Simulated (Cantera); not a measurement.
An adiabatic, constant-volume homogeneous reactor starts with CH4 : C2H6 : O2 : N2 = 1 : 0.052 : 1.82 : 6.84 (molar parts), equivalence ratio 1.2, at 1100 K and 23000 Pa. Integrator tolerance rtol = 1e-08.

Detailed kinetics in Cantera: GRI-Mech 3.0 (53 species, 325 reactions).

Question: What does this change do: pressure from 23000 Pa to 2000000 Pa?

Answer: 
```csv
quantity,before,after
time of steepest temperature rise,0.148 s,2.75 ms
temperature at 7.00 s,2714 K,3028 K
equilibrium temperature,2714 K,3028 K
x(CH4) at 7.00 s,<1e-12 (gas-phase equilibrium <1e-12),1.02e-11 (gas-phase equilibrium 1.18e-11)
x(C2H6) at 7.00 s,<1e-12 (gas-phase equilibrium <1e-12),<1e-12 (gas-phase equilibrium <1e-12)
x(O2) at 7.00 s,0.00825 (gas-phase equilibrium 0.00825),0.00199 (gas-phase equilibrium 0.00199)
x(H2) at 7.00 s,0.0344 (gas-phase equilibrium 0.0344),0.0261 (gas-phase equilibrium 0.0261)
x(NO) at 7.00 s,0.00589 (gas-phase equilibrium 0.00589),0.00444 (gas-phase equilibrium 0.00444)
x(O) at 7.00 s,0.00449 (gas-phase equilibrium 0.00449),0.000734 (gas-phase equilibrium 0.000734)
```
The pressure lies above the range GRI-Mech 3.0 was tuned for (to about 10 atm). Above 3000 K some thermodynamic fits are extrapolated.

Question: What does this change do: CH4 1 to 1.5 parts?

Answer: 
```json
[
 {"quantity": "time of steepest temperature rise", "before": "0.148 s", "after": "0.272 s"},
 {"quantity": "temperature at 7.00 s", "before": "2714 K", "after": "2578 K"},
 {"quantity": "equilibrium temperature", "before": "2714 K", "after": "2578 K"},
 {"quantity": "x(CH4) at 7.00 s", "before": "<1e-12 (gas-phase equilibrium <1e-12)", "after": "1.04e-12 (gas-phase equilibrium 1.19e-12)"},
 {"quantity": "x(C2H6) at 7.00 s", "before": "<1e-12 (gas-phase equilibrium <1e-12)", "after": "<1e-12 (gas-phase equilibrium <1e-12)"},
 {"quantity": "x(O2) at 7.00 s", "before": "0.00825 (gas-phase equilibrium 0.00825)", "after": "0.000194 (gas-phase equilibrium 0.000194)"},
 {"quantity": "x(H2) at 7.00 s", "before": "0.0344 (gas-phase equilibrium 0.0344)", "after": "0.114 (gas-phase equilibrium 0.114)"},
 {"quantity": "x(NO) at 7.00 s", "before": "0.00589 (gas-phase equilibrium 0.00589)", "after": "0.000688 (gas-phase equilibrium 0.000688)"},
 {"quantity": "x(O) at 7.00 s", "before": "0.00449 (gas-phase equilibrium 0.00449)", "after": "0.000374 (gas-phase equilibrium 0.000374)"}
]
```
